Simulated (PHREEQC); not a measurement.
Dissolve 0.026 mol HCl, 0.00038 mol ZnSO4 and 0.0053 mol Fe2(SO4)3 per kg of water at 25 °C. Closed to the air; pH follows from the charge balance.

Computed with PHREEQC (ion-association model, wateq4f.dat).

Question: The ionic strength comes out as 0.0462 mol/kgw. What activity coefficients do Fe(OH)2+, FeHSO4+2, FeSO4+, FeOH+2, Fe2(OH)2+4 get?

Answer: Fe(OH)2+ 0.83, FeHSO4+2 0.46, FeSO4+ 0.83, FeOH+2 0.47, Fe2(OH)2+4 0.047.

No solid was allowed to form. Examples of supersaturated solids here: Hematite (slow to form), Goethite (slow to form). Others may be too.
